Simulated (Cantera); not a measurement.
# Gas-phase reforming

An isothermal, constant-pressure homogeneous reactor starts with CH4 : CO2 = 1 : 0.54 (molar parts), at 2150 K and 5.00 bar.

Computed with Cantera and GRI-Mech 3.0 (53 species, 325 reactions). GRI-Mech 3.0 stops at C3 and has no aromatics, soot or wall deposition, so with more carbon than oxygen in the feed, carbon stays in small species such as C2H2 where larger ones or solid carbon would form.

```csv
t (s),x CH4,x CO2,x OH,x H2,x HCO,x H
0.000100,0.0465,0.0729,5.19e-5,0.413,5.89e-7,0.00118
0.000516,0.0171,0.0143,4.71e-5,0.442,5.21e-7,0.00131
0.00266,0.00983,0.00493,1.39e-5,0.526,5.92e-7,0.00140
0.0137,0.00422,0.000183,4.84e-7,0.568,6.50e-7,0.00143
0.0707,0.00384,9.92e-7,2.66e-9,0.570,6.52e-7,0.00143
0.365,0.00384,9.92e-7,2.66e-9,0.570,6.52e-7,0.00143
1.88,0.00384,9.92e-7,2.66e-9,0.570,6.52e-7,0.00143
9.70,0.00384,9.92e-7,2.66e-9,0.570,6.52e-7,0.00143
50.0,0.00384,9.92e-7,2.66e-9,0.570,6.52e-7,0.00143
```
x: mole fraction; the columns are a selection and need not sum to one.

Equilibrium at this temperature and pressure: CH4 0.00384, CO2 9.98e-7, OH 2.68e-9, H2 0.570, HCO 6.52e-7, H 0.00143 (gas phase only).
